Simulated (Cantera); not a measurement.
Standard-state values (1 bar) from the NASA 1993 polynomials, evaluated with Cantera. Values are per mole of reaction as written; species without (g) are pure solids or liquids, kept so even where they would boil at 1 bar.

### Question
Between 350 and 600 K, where is each reaction favourable under standard conditions?
- 8 H(g) + Ni3S4 ⇌ 4 H2S(g) + 3 Ni

### Answer
- 8 H(g) + Ni3S4 ⇌ 4 H2S(g) + 3 Ni: ΔG° is -1457 kJ at 350 K and -1396 kJ at 600 K; it stays negative (K > 1). ΔH° is -1560 kJ and ΔS° -274 J/K at 600 K.
